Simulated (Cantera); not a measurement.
Feed: 1 mol NH3, 0.0069 mol SO2, 0.57 mol O2, at 0.000900 bar.

Equilibrium computed with Cantera from the NASA thermochemical tables; the gas is ideal and each condensed phase is pure. Candidate condensed phases: H2O, H2SO4, S; 35 gas species. Equilibrium is a limit: real reactors are often held back by kinetics, nucleation or transport.

log p: log10 of the partial pressure in bar; nothing condenses.

| T (K) | log p H2O | log p N2 | log p H2 | log p H | log p OH |
|---|---|---|---|---|---|
| 1848 | -3.29 | -3.65 | -3.80 | -5.18 | -5.80 |
| 1873 | -3.30 | -3.65 | -3.80 | -5.09 | -5.69 |
| 1898 | -3.30 | -3.65 | -3.80 | -5.01 | -5.59 |
| 1923 | -3.30 | -3.65 | -3.81 | -4.93 | -5.49 |
| 1948 | -3.30 | -3.65 | -3.81 | -4.85 | -5.39 |
| 1973 | -3.30 | -3.66 | -3.81 | -4.78 | -5.29 |
| 1998 | -3.31 | -3.66 | -3.81 | -4.70 | -5.20 |
| 2023 | -3.31 | -3.66 | -3.81 | ? | ? |
| 2048 | -3.31 | -3.66 | -3.82 | ? | ? |
| 2073 | -3.32 | -3.66 | -3.82 | -4.49 | -4.94 |

Question: Fill in the missing entries.

Answer: 
- 2048, log p H: -4.56
- 2048, log p OH: -5.02
- 2023, log p H: -4.63
- 2023, log p OH: -5.11
